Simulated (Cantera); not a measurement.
Cantera with NASA thermochemical tables; ideal gases at 1 bar, condensed phases pure. Values are per mole of reaction as written; species without (g) are pure solids or liquids, kept so even where they would boil at 1 bar.

3 O(g) + Cu2O + 2 H2(g) → 2 Cu(OH)2

| T (K) | ΔH° (kJ) | ΔS° (J/K) | ΔG° (kJ) | log10 K |
|---|---|---|---|---|
| 1123 | (withheld) | (withheld) | (withheld) | (withheld) |
| 1173 | -1456.1 | -592.3 | -761.4 | 33.91 |
| 1223 | (withheld) | (withheld) | (withheld) | (withheld) |
| 1273 | (withheld) | (withheld) | (withheld) | (withheld) |
| 1323 | -1451.6 | -588.6 | -672.9 | 26.57 |
| 1373 | -1450.2 | -587.6 | -643.5 | 24.48 |

**Question.** Some entries are withheld; supply them.

**Answer.** 
- 1123, ΔH° (kJ): -1457.8
- 1123, ΔS° (J/K): -593.7
- 1123, ΔG° (kJ): -791.1
- 1123, log10 K: 36.79
- 1223, ΔH° (kJ): -1454.5
- 1223, ΔS° (J/K): -590.9
- 1223, ΔG° (kJ): -731.8
- 1223, log10 K: 31.26
- 1273, ΔH° (kJ): -1453.0
- 1273, ΔS° (J/K): -589.7
- 1273, ΔG° (kJ): -702.3
- 1273, log10 K: 28.82
